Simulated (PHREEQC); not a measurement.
1.3 g of hydrous ferric oxide (600 m²/g; 0.2 weak and 0.005 strong sites per Fe, Dzombak-Morel constants, diffuse double layer) in 1 kg of water with 0.005 mol/kgw of an inert sodium salt and 0.48 mmol/kgw MgCl2 and 0.25 mmol/kgw PbCl2, at 25 °C; the pH is set by adding NaOH or the inert anion's acid. Oxygen is held at 0.21 atm. No CO2 enters from the air. No solid was allowed to form.

The series has 17 steps of pH, from 3 to 11.

Model: ion-association model, wateq4f.dat, run in PHREEQC.

Q: Near which pH is half of the Mg sorbed, and on which side is more sorbed?

A: Near pH 8.0, with more sorbed at higher pH.

Q: Near which pH is half of the Pb sorbed, and on which side is more sorbed?

A: Near pH 4.9, with more sorbed at higher pH.

Q: At which pH does the surface charge pass through zero?

A: Near pH 8.6.

Complexes and solids missing from the database can't appear. The oxide is taken as insoluble; below pH 4 it would dissolve.
